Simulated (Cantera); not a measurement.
An adiabatic, constant-pressure homogeneous reactor starts with 8.43 % CH4, 0.303 % C2H6, 14.9 % O2, 56.1 % N2, 20.2 % H2O, equivalence ratio 1.2, at 1275 K and 18.8 atm.

Computed with Cantera and GRI-Mech 3.0 (53 species, 325 reactions). The pressure lies above the range GRI-Mech 3.0 was tuned for (to about 10 atm).

Predict: time of steepest temperature rise; temperature at 3.00 s; equilibrium temperature; x(O2) at 3.00 s; x(H2O2) at 3.00 s; x(HCO) at 3.00 s.


```json
{
  "time_of_steepest_temperature_rise": "0.587 ms",
  "temperature at 3.00 s": "2530 K",
  "equilibrium_temperature": "2530 K",
  "x(O2) at 3.00 s": "0.000328 (gas-phase equilibrium 0.000328)",
  "x(H2O2) at 3.00 s": "1.99e-7 (gas-phase equilibrium 1.99e-7)",
  "x(HCO) at 3.00 s": "9.06e-8 (gas-phase equilibrium 9.06e-8)"
}
```
